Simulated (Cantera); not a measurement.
Input: 1 mol CH3F, 0.13 mol HCl, equilibrated at 500 Pa.

These are equilibrium values from Cantera (NASA tables, ideal gas, pure condensed phases), not measurements of a reactor. Candidate condensed phases: C, C6H6, C7H8, C8H18; 118 gas species. The numbers say what is thermodynamically allowed, not how fast it happens.

Q: Which condensed phases are stable at each of these points (T (K)): 1948, 2048, 2148, 2248, 2348, 2448, 2548, 2648, 2748, 2848, 2948, 3048, 3148?

A: 
```tsv
T (K)	condensed phases	C condensed (%)
1948	C(graphite)	99.9
2048	C(graphite)	99.8
2148	C(graphite)	99.6
2248	C(graphite)	99.4
2348	C(graphite)	99.0
2448	C(graphite)	98.5
2548	C(graphite)	97.8
2648	C(graphite)	96.5
2748	C(graphite)	93.4
2848	C(graphite)	84.1
2948	C(graphite)	55.1
3048	gas only	0.0
3148	gas only	0.0
```

From 1948 K to 2948 K the condensed part is C(graphite). From 3048 K to 3148 K nothing is condensed.
